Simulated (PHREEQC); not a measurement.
# Metal-bearing waste water (model solution)

Make-up at 20 °C: 0.11 mol ZnSO4, 3.5e-05 mol CuCl2, 0.00021 mol HCl and 0.0051 mol Na2SO4 per kg of water. Closed to the air; pH follows from the charge balance.

Computed with PHREEQC (ion-association model, wateq4f.dat).

Precipitation was switched off in this run.

### Question
Predict the pH.

### Answer
pH 4.11.

### Question
In which forms is Zn present?

### Answer
Zn+2 48 %, ZnSO4 39 %, Zn(SO4)2-2 13 % of the Zn.
